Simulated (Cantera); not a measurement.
V2O5 + H2 + H2O (hydrogen reduction and annealing atmospheres)

Charge: 1 mol V2O5, a varied amount of H2, 3 mol H2O, equilibrated at 0.133 bar.

These are equilibrium values from Cantera (NASA tables, ideal gas, pure condensed phases), not measurements of a reactor. Candidate condensed phases: H2O, V, VO, V2O3, V2O4, V2O5; 12 gas species. Mutual solubility and eutectic melting of coexisting phases are not modelled. Condensed phases not in the tables: the oxides between V2O3 and V2O5 other than VO2. Gases not in the tables: V4O10. Rates play no part.

**Question.** Map the stable condensed phases over T = 700, 800, 900, 1000, 1100, 1200, 1300, 1400, 1500, 1600, 1700, 1800, 1900, 2000 K and n(H2) in mol = 0.37, 0.59, 0.93, 1.5, 2.3, 3.6, 5.7, 8.9, 14, 22.

**Answer.** 
```
T in K \ n(H2) in mol
         0.37 0.59 0.93  1.5  2.3  3.6  5.7  8.9   14   22
   2000     A    A    A    B    C    C    C    C    C    C
   1900     A    A    A    B    C    C    C    C    C    C
   1800     A    A    A    B    C    C    C    C    C    C
   1700     A    A    A    B    C    C    C    C    C    C
   1600     A    A    A    B    C    C    C    C    C    C
   1500     A    A    A    B    C    C    C    C    C    C
   1400     A    A    A    B    C    C    C    C    C    C
   1300     D    D    A    B    C    C    C    C    C    C
   1200     D    D    A    B    C    C    C    C    C    C
   1100     D    D    D    B    C    C    C    C    C    C
   1000     D    D    D    B    C    C    C    C    C    C
    900     D    D    D    B    C    C    C    C    C    C
    800     D    D    D    B    C    C    C    C    C    C
    700     D    D    D    B    C    C    C    C    C    C
```
A: V2O4; B: V2O3 + V2O4; C: V2O3; D: V2O4 + V2O5.
